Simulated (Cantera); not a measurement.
Source: NASA polynomial tables (part measured, part estimated), evaluated in Cantera. Values are per mole of reaction as written; species without (g) are pure solids or liquids, kept so even where they would boil at 1 bar.

Question: Between 1575 and 2175 K, where is each reaction favourable under standard conditions?
- 1.143 Ti + O2(g) ⇌ 0.2857 Ti4O7
- C + O2(g) ⇌ CO2(g)
- 2 Si + O2(g) ⇌ 2 SiO(g)

Answer: 
- 1.143 Ti + O2(g) ⇌ 0.2857 Ti4O7: ΔG° is -696 kJ at 1575 K and -601 kJ at 2175 K; it stays negative (K > 1). ΔH° is -907 kJ and ΔS° -141 J/K at 2175 K.
- C + O2(g) ⇌ CO2(g): ΔG° is -396 kJ at 1575 K and -396 kJ at 2175 K; it stays negative (K > 1). ΔH° is -397 kJ and ΔS° 0 J/K at 2175 K.
- 2 Si + O2(g) ⇌ 2 SiO(g): ΔG° is -466 kJ at 1575 K and -529 kJ at 2175 K; it stays negative (K > 1). ΔH° is -333 kJ and ΔS° 90 J/K at 2175 K.
